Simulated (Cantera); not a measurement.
Charge: 1 mol Al, 0.6 mol O2, 500 mol H2, at 0.000120 bar.

Cantera equilibrium calculation (NASA polynomials, part measured and part estimated; ideal gas, pure solids and liquids). Candidate condensed phases: Al, Al2O3, H2O; 19 gas species. Mutual solubility and eutectic melting of coexisting phases are not modelled. The tables' values for AlOH are old estimates; treat these amounts as uncertain. Equilibrium is a limit: real reactors are often held back by kinetics, nucleation or transport.

x: gas mole fraction; n: condensed amount in mol.

| T (K) | x H2 | x H | x Al | x H2O | x Al2O | x AlOH | n Al(l) | n Al2O3(s) |
|---|---|---|---|---|---|---|---|---|
| 950 | 1.00 | 5.08e-8 | … | <1e-12 | 1.51e-9 | <1e-12 | 0.200 | 0.400 |
| 1050 | 1.000 | 7.40e-7 | … | <1e-12 | 1.61e-7 | 1.19e-11 | 0.198 | 0.400 |
| 1150 | 1.000 | 6.81e-6 | … | 3.24e-12 | 7.40e-6 | 4.30e-10 | 0.164 | 0.399 |
| 1250 | 1.000 | 4.41e-5 | 0.000314 | 8.21e-11 | 5.46e-5 | 6.40e-9 | 0 | 0.391 |
| 1350 | 0.999 | 0.000217 | 0.000330 | 3.25e-9 | 4.59e-5 | 3.96e-8 | 0 | 0.392 |
| 1450 | 0.999 | 0.000863 | 0.000342 | 7.70e-8 | 3.89e-5 | 1.89e-7 | 0 | 0.393 |
| 1550 | 0.997 | 0.00287 | 0.000352 | 1.21e-6 | 3.33e-5 | 7.29e-7 | 0 | 0.394 |
| 1650 | 0.991 | 0.00826 | 0.000364 | 1.33e-5 | 2.93e-5 | 2.38e-6 | 0 | 0.392 |
| 1750 | 0.978 | 0.0210 | … | 0.000102 | 3.02e-5 | 6.97e-6 | 0 | 0.377 |
| 1850 | 0.951 | 0.0480 | … | 0.000497 | 4.69e-5 | 1.99e-5 | 0 | 0.303 |

Task: Some entries are withheld; supply them.

Result: 
- 950, x Al: 5.79e-8
- 1050, x Al: 2.54e-6
- 1150, x Al: 5.70e-5
- 1750, x Al: 0.000419
- 1850, x Al: 0.000650
